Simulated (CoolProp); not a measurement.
Vapour-liquid equilibrium of propane (1) + n-perfluorobutane (2) at 0.4 MPa; x and y are mole fractions of (1).

The numbers come from the multi-fluid Helmholtz-energy mixture model, Lemmon 2009 and Gao 2022; pair parameters Bell 2016 in CoolProp.

| x | bubble temperature (K) | y at the bubble point | dew temperature at overall composition x (K) | liquid density (mol/L) |
|---|---|---|---|---|
| 0.05 | 301.3 | 0.269 | 309.6 | 6.348 |
| 0.2 | 282.0 | 0.649 | 304.1 | 7.099 |
| 0.35 | 274.2 | 0.760 | 297.8 | 7.753 |
| 0.5 | 271.2 | 0.803 | 290.6 | 8.445 |
| 0.65 | 269.6 | 0.832 | 281.9 | 9.270 |
| 0.8 | 268.4 | 0.871 | 271.4 | 10.31 |
| 0.95 | 267.6 | 0.951 | 267.6 | 11.64 |

No azeotrope shows between x = 0.05 and 0.95.

The pair parameters rest on a limited set of measurements; away from them the model extrapolates. With so large a gap from Raoult's law the liquid may split in two, which this calculation doesn't test in full.
